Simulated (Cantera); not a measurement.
Feed: 1 mol Si₃H₈, 3.1 mol HCl, 19 mol N₂, held at 1.80 Torr.

These are equilibrium values from Cantera (NASA tables, ideal gas, pure condensed phases), not measurements of a reactor. Candidate condensed phases: NH₄Cl, Si, Si₃N₄; 28 gas species. The feed counts by its element totals alone. N₂ is the only nitrogen source here; it is nearly inert below about 1500 K, so the nitride shown seldom forms there in practice. Rates play no part.

Over these rows the condensed part is Si₃N₄(s). Partial pressures as log10 of bar:

```json
[
 {"T (K)": "1148", "1000/T (1/K)": "0.8711", "log p SiCl₂": "-6.96", "log p N₂": "-2.77", "log p H₂": "-3.40", "log p HCl": "-3.52"},
 {"T (K)": "1223", "1000/T (1/K)": "0.8177", "log p SiCl₂": "-6.23", "log p N₂": "-2.77", "log p H₂": "-3.40", "log p HCl": "-3.52"},
 {"T (K)": "1298", "1000/T (1/K)": "0.7704", "log p SiCl₂": "?", "log p N₂": "-2.77", "log p H₂": "-3.40", "log p HCl": "-3.52"},
 {"T (K)": "1373", "1000/T (1/K)": "0.7283", "log p SiCl₂": "-5.06", "log p N₂": "-2.77", "log p H₂": "-3.39", "log p HCl": "-3.54"},
 {"T (K)": "1448", "1000/T (1/K)": "0.6906", "log p SiCl₂": "-4.65", "log p N₂": "-2.77", "log p H₂": "-3.38", "log p HCl": "-3.59"},
 {"T (K)": "1523", "1000/T (1/K)": "0.6566", "log p SiCl₂": "-4.37", "log p N₂": "-2.77", "log p H₂": "-3.36", "log p HCl": "-3.67"}
]
```

Q: Fit log p(SiCl₂) = a + b·(1000/T) to the five rows, give the apparent enthalpy, and predict the row at 1298 K.

A: Means: 1000/T = 0.7529, log p = -5.454. Sxy = -0.392465, Sxx = 0.0319304, so b = -12.29 and a = -5.454 − (-12.29)×0.7529 = 3.80.
Apparent enthalpy: −19.145 × (-12.29) = 235 kJ/mol. With the condensed phases at unit activity, 1/3 Si₃N₄(s) + 2 HCl(g) = SiCl₂(g) + 2/3 N₂(g) + H₂(g) links this pressure to the main gases: over the six rows their terms move log p by -0.34 in all, so the slope isn't that reaction's ΔH° alone. The five rows lie within 0.10 of the line; that is curvature, so one enthalpy describes this range poorly.
Prediction at 1298 K: 3.80 + (-12.29)×0.7704 = -5.67. The computed value is -5.59, 0.08 from the line.
